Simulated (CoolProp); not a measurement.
Vapour-liquid equilibrium of cyclohexane (1) + o-xylene (2) at 18.05 °C; x and y are mole fractions of (1).

Computed with CoolProp (multi-fluid Helmholtz-energy mixture model, Zhou 2014 and Zhou 2012; pair parameters Bell 2016).

Question: Give the bubble pressure and the first vapour's composition at x = 0.2, 0.35, 0.95. Is there an azeotrope?

Answer: x = 0.2: 3.240 kPa, y = 0.852; x = 0.35: 4.741 kPa, y = 0.914; x = 0.95: 9.030 kPa, y = 0.994. No azeotrope shows between x = 0.05 and 0.95.

Pair parameters are fitted to limited data, so mixtures are less certain than the pure fluids.
